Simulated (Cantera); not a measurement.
Charge: 1 mol SiC, 0.037 mol N2O, 650 mol H2, 0.97 mol O2, at 4.40 bar.

Method: chemical equilibrium by Gibbs-energy minimisation in Cantera with the NASA 1993 tables (ideal gas, pure condensed phases). Candidate condensed phases: C, C6H6, C7H8, C8H18, H2O, Si, SiC, SiO2, Si2N2O, Si3N4; 151 gas species. Mutual solubility and eutectic melting of coexisting phases are not modelled. The tables hold silica as quartz up to 1696 K and as liquid above; real silica turns to tridymite and cristobalite and melts near 1996 K. Kinetics and transport are ignored. All values below are at 1327 °C.

Base state: H2 0.998, CH4 0.000682, CO 0.000672, SiO 0.000215, H2O 2.71e-5, H 2.59e-5 (mole fractions); condensed: SiC(s) + SiO2(β-quartz) + Si2N2O(s).

Problem. What changes in the equilibrium state with this change: SiC replaced by Si?

Solution. 
| species | before | after |
|---|---|---|
| H2 | 0.998 | 1.000 |
| SiO | 0.000215 | 9.58e-5 |
| H2O | 2.71e-5 | 6.09e-5 |
| CH4 | 0.000682 | 0 |
| CO | 0.000672 | 0 |
| N2 | 5.49e-6 | 5.61e-5 |
| H | 2.59e-5 | 2.59e-5 |
| SiC(s), mol | 0.119 | 0 |
| SiO2(β-quartz), mol | 0.675 | 0.938 |
| Si2N2O(s), mol | 0.0331 | 0 |
